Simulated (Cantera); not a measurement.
Cantera run:

```python
import numpy as np
import cantera as ct

gas_names = [...]  # 76 gases of nasa_gas.yaml made of C, H
cond_names = """
    C(gr) C6H6(L) C7H8(L) C8H18(L),n-octa
""".split()


# ... load() reads the species with a 1 bar reference pressure and builds the phases ...
atoms = {
    'CH4': {'C': 1, 'H': 4},
    'H2': {'H': 2},
}
top_T = {'C(gr)': 4500}  # K; cautious upper limits of use, not melting points


# ... equilibrate(T, P, feed) seeds the gas with the atoms and calls Mixture.equilibrate('TP', solver="vcs", rtol=1e-11, max_steps=5000) ...
results = []
feed = {'CH4': 1, 'H2': 1.8}  # mol
P = 730  # Pa
for T in [598, 798, 998, 1198, 1398, 1598, 1798, 1998, 2198, 2398, 2598]:
    mix = equilibrate(T, P, feed)
    results.append((T, P, feed, dict(zip(mix.species_names, mix.species_moles))))
    x = sorted(zip(gas.X, gas.species_names), reverse=True)
    print(f"T = {T:g} K  P = {P:g} Pa  gas = {mix.phase_moles(0):.4g} mol")
    print("   x: " + "  ".join(f"{s} {v:.3e}" for v, s in x if v > 0.0001))
    print("   condensed (mol): " + ("  ".join(f"{mix.phase(i).name} {mix.phase_moles(i):.4g}"
          for i in range(1, mix.n_phases) if mix.phase_moles(i) > 1e-12) or "none"))
```

Output:

```
T = 598 K  P = 730 Pa  gas = 2.861 mol
   x: H2 6.716e-01  CH4 3.284e-01
   condensed (mol): C(gr) 0.06059
T = 798 K  P = 730 Pa  gas = 3.763 mol
   x: H2 9.901e-01  CH4 9.938e-03
   condensed (mol): C(gr) 0.9626
T = 998 K  P = 730 Pa  gas = 3.797 mol
   x: H2 9.993e-01  CH4 7.112e-04
   condensed (mol): C(gr) 0.9973
T = 1198 K  P = 730 Pa  gas = 3.8 mol
   x: H2 9.999e-01  CH4 1.170e-04
   condensed (mol): C(gr) 0.9996
T = 1398 K  P = 730 Pa  gas = 3.8 mol
   x: H2 9.999e-01
   condensed (mol): C(gr) 0.9999
T = 1598 K  P = 730 Pa  gas = 3.801 mol
   x: H2 9.993e-01  H 6.228e-04
   condensed (mol): C(gr) 0.9997
T = 1798 K  P = 730 Pa  gas = 3.808 mol
   x: H2 9.957e-01  H 4.112e-03  C2H2,acetylene 1.718e-04
   condensed (mol): C(gr) 0.9987
T = 1998 K  P = 730 Pa  gas = 3.836 mol
   x: H2 9.807e-01  H 1.859e-02  C2H2,acetylene 7.434e-04
   condensed (mol): C(gr) 0.9943
T = 2198 K  P = 730 Pa  gas = 3.924 mol
   x: H2 9.346e-01  H 6.301e-02  C2H2,acetylene 2.369e-03
   condensed (mol): C(gr) 0.9813
T = 2398 K  P = 730 Pa  gas = 4.148 mol
   x: H2 8.265e-01  H 1.677e-01  C2H2,acetylene 5.710e-03
   condensed (mol): C(gr) 0.9516
T = 2598 K  P = 730 Pa  gas = 4.623 mol
   x: H2 6.340e-01  H 3.548e-01  C2H2,acetylene 1.020e-02  C2H 5.005e-04  C3 2.948e-04
   condensed (mol): C(gr) 0.8948
```

Equilibrium computed with Cantera from the NASA thermochemical tables; the gas is ideal and each condensed phase is pure.
